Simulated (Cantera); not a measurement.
## Catalytic stagnation flow on Pt

A jet of CH4 : O2 : N2 = 0.011 : 0.082 : 0.79 (molar parts) at 300 K and 165 Torr hits a platinum plate 3.1 cm away at a mass flux of 0.027 kg/m²/s; the plate temperature is set and raised in steps from an oxygen-covered start.

Detailed kinetics in Cantera: Deutschmann's 1995 Pt surface mechanism with GRI-Mech 3.0 gas chemistry. Catalytic surfaces can have several steady states; this one follows from the mechanism file's or the stated starting coverage.

```
plate T (K)  wall x CH4  wall x O2  wall x H2O  wall x OH  wall x CO  wall x CO2  θ free Pt   θ O*     θ OH*
-----------  ----------  ---------  ----------  ---------  ---------  ----------  ---------  -----  --------
950             0.00423     0.0754      0.0153    4.89e-8    2.05e-6      0.0100      0.234  0.764   0.00133
1000            0.00289     0.0726      0.0177    1.29e-7    1.88e-6      0.0116      0.300  0.699   0.00129
1050            0.00205     0.0709      0.0192    3.06e-7    1.76e-6      0.0126      0.366  0.633   0.00119
1100            0.00152     0.0698      0.0202    6.60e-7    1.71e-6      0.0132      0.431  0.568   0.00108
1150            0.00111     0.0692      0.0207    1.34e-6    2.07e-6      0.0135      0.494  0.505  0.000959
```
x: mole fraction at the wall; θ: surface coverage.
